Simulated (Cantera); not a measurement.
## Thermodynamics of silicon epitaxy and polysilicon growth, feed SiHCl3 + HCl + H2 + Cl2

A closed system holds: 1 mol SiHCl3, 0.072 mol HCl, 29 mol H2, 0.011 mol Cl2, at 0.100 bar.

These are equilibrium values from Cantera (NASA tables, ideal gas, pure condensed phases), not measurements of a reactor. Candidate condensed phases: Si; 19 gas species. The tables' values for SiCl3 are old estimates; treat these amounts as uncertain. Equilibrium is a limit: real reactors are often held back by kinetics, nucleation or transport.

| T (K) | x H2 | x HCl | x SiCl4 | x SiCl2 | x SiHCl3 | x SiCl3 | x SiH2Cl2 | n Si(s) |
|---|---|---|---|---|---|---|---|---|
| 925 | 0.967 | 0.00681 | 0.0169 | 6.93e-5 | 0.00872 | 0.000172 | 0.000442 | 0.203 |
| 975 | 0.964 | 0.0108 | 0.0161 | 0.000194 | 0.00823 | 0.000332 | 0.000442 | 0.233 |
| 1025 | 0.960 | 0.0161 | 0.0148 | 0.000481 | 0.00761 | 0.000585 | 0.000433 | 0.272 |
| 1075 | 0.955 | 0.0228 | 0.0131 | 0.00107 | 0.00682 | 0.000941 | 0.000414 | 0.319 |
| 1125 | 0.948 | 0.0308 | 0.0109 | 0.00212 | 0.00585 | 0.00137 | 0.000383 | 0.368 |
| 1175 | 0.941 | 0.0395 | 0.00840 | 0.00379 | 0.00471 | 0.00180 | 0.000339 | 0.416 |
| 1225 | 0.934 | 0.0480 | 0.00578 | 0.00603 | 0.00351 | 0.00210 | 0.000284 | 0.456 |
| 1275 | 0.928 | 0.0552 | 0.00349 | 0.00853 | 0.00237 | 0.00214 | 0.000223 | 0.483 |
| 1325 | 0.923 | 0.0604 | 0.00187 | 0.0108 | 0.00146 | 0.00193 | 0.000164 | 0.497 |
| 1375 | 0.920 | 0.0634 | 0.000914 | 0.0126 | 0.000846 | 0.00158 | 0.000116 | 0.502 |
| 1425 | 0.919 | 0.0650 | 0.000430 | 0.0139 | 0.000476 | 0.00123 | 8.04e-5 | 0.501 |
| 1475 | 0.918 | 0.0656 | 0.000202 | 0.0148 | 0.000268 | 0.000937 | 5.58e-5 | 0.496 |
| 1525 | 0.918 | 0.0657 | 9.74e-5 | 0.0154 | 0.000154 | 0.000711 | 3.91e-5 | 0.490 |
x: gas mole fraction; n: condensed amount in mol.

From 925 K to 1525 K the condensed part is Si(s). The main Si-bearing gas is SiCl4 at 925 K and SiCl2 at 1525 K. The share of Si in condensed phases is highest at 1375 K (50.2 %) and lowest at 925 K (20.3 %).
